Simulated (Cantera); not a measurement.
Feed: 1 mol C, 75 mol H₂, 14 mol N₂, at 101000 Pa.

Cantera equilibrium calculation (NASA polynomials, part measured and part estimated; ideal gas, pure solids and liquids). Candidate condensed phases: C, C₆H₆, C₇H₈, C₈H₁₈; 92 gas species. Rates play no part.

log p: log10 of the partial pressure in bar; n: condensed amount in mol.

```json
[
 {"T (K)": "1298", "log p H₂": "-0.07", "log p N₂": "-0.80", "log p HCN": "-4.13", "log p CH₄": "-2.24", "log p H": "-6.01", "log p C₂H₂ (acetylene)": "-6.33", "n C(graphite)": "?"},
 {"T (K)": "1398", "log p H₂": "-0.07", "log p N₂": "-0.80", "log p HCN": "-3.74", "log p CH₄": "-2.50", "log p H": "-5.36", "log p C₂H₂ (acetylene)": "-5.68", "n C(graphite)": "?"},
 {"T (K)": "1498", "log p H₂": "-0.07", "log p N₂": "-0.80", "log p HCN": "-3.42", "log p CH₄": "-2.73", "log p H": "-4.80", "log p C₂H₂ (acetylene)": "-5.12", "n C(graphite)": "0.799"},
 {"T (K)": "1598", "log p H₂": "-0.07", "log p N₂": "-0.80", "log p HCN": "-3.13", "log p CH₄": "-2.92", "log p H": "-4.31", "log p C₂H₂ (acetylene)": "-4.64", "n C(graphite)": "0.824"},
 {"T (K)": "1698", "log p H₂": "-0.07", "log p N₂": "-0.80", "log p HCN": "-2.88", "log p CH₄": "-3.10", "log p H": "-3.87", "log p C₂H₂ (acetylene)": "-4.21", "n C(graphite)": "0.798"},
 {"T (K)": "1798", "log p H₂": "-0.07", "log p N₂": "-0.80", "log p HCN": "-2.65", "log p CH₄": "-3.25", "log p H": "-3.49", "log p C₂H₂ (acetylene)": "-3.83", "n C(graphite)": "?"},
 {"T (K)": "1898", "log p H₂": "-0.07", "log p N₂": "-0.80", "log p HCN": "-2.45", "log p CH₄": "-3.39", "log p H": "-3.14", "log p C₂H₂ (acetylene)": "-3.49", "n C(graphite)": "?"},
 {"T (K)": "1998", "log p H₂": "-0.07", "log p N₂": "-0.81", "log p HCN": "-2.27", "log p CH₄": "-3.51", "log p H": "-2.83", "log p C₂H₂ (acetylene)": "-3.19", "n C(graphite)": "?"},
 {"T (K)": "2098", "log p H₂": "-0.07", "log p N₂": "-0.81", "log p HCN": "-2.11", "log p CH₄": "-3.63", "log p H": "-2.55", "log p C₂H₂ (acetylene)": "-2.92", "n C(graphite)": "?"}
]
```

Question: Complete the blanks.

Answer: 
- 1298, n C(graphite): 0.494
- 1398, n C(graphite): 0.707
- 1798, n C(graphite): 0.720
- 1898, n C(graphite): 0.582
- 1998, n C(graphite): 0.363
- 2098, n C(graphite): 0.0403
